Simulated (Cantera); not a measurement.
**N2O furnace oxynitridation**

A perfectly stirred reactor is fed with 97.7 % N2O, 2.34 % H2O, at 1.00 bar; it is held at 1375 K, and followed from long to short residence time.

Cantera simulation using GRI-Mech 3.0 (53 species, 325 reactions); the numbers are that mechanism's predictions, not measurements. GRI-Mech 3.0 was tuned for natural gas; its chemistry of N2O as a main component is partial and can be far from experiment. The mechanism lacks the step 2 NO + O2 → 2 NO2, which can matter for NO2 below about 1400 K. The temperature is held fixed by assumption; the heat of reaction is taken as removed at once.

```csv
τ (s),x N2O,x H2O,x OH,x O2,x H
2.0,0.0417,0.0161,4.01e-5,0.290,1.22e-8
1.0,0.0751,0.0163,4.61e-5,0.275,1.66e-8
0.53,0.125,0.0167,5.19e-5,0.255,2.12e-8
0.27,0.206,0.0173,5.84e-5,0.227,2.59e-8
0.14,0.319,0.0182,6.44e-5,0.191,2.97e-8
0.071,0.463,0.0194,6.99e-5,0.147,3.23e-8
0.036,0.616,0.0206,7.37e-5,0.103,3.36e-8
0.019,0.741,0.0215,7.50e-5,0.0665,3.41e-8
0.0095,0.840,0.0223,7.36e-5,0.0382,3.42e-8
```
x: mole fraction; the columns are a selection and need not sum to one.
